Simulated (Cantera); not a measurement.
A perfectly stirred reactor is fed with 67.4 % H2, 10.9 % O2, 21.7 % N2, at 1.00 bar; it is held at 1125 K, and followed from long to short residence time.

Computed with Cantera and the H2/O2 subset of GRI-Mech 3.0, which has no nitrogen chemistry. The temperature is held fixed by assumption; the heat of reaction is taken as removed at once.

One state of this run: x H2 = 0.512; x O2 = 0.00103; x H2O2 = 4.78e-8; x O = 1.07e-6; x H = 0.00177; x HO2 = 2.04e-6; x H2O = 0.241. x: mole fraction; the columns are a selection and need not sum to one.

Problem. Which value of τ (s) does it belong to?
(A) 0.045
(B) 0.0076
(C) 0.0042
(D) 0.025

Solution. D, 0.025
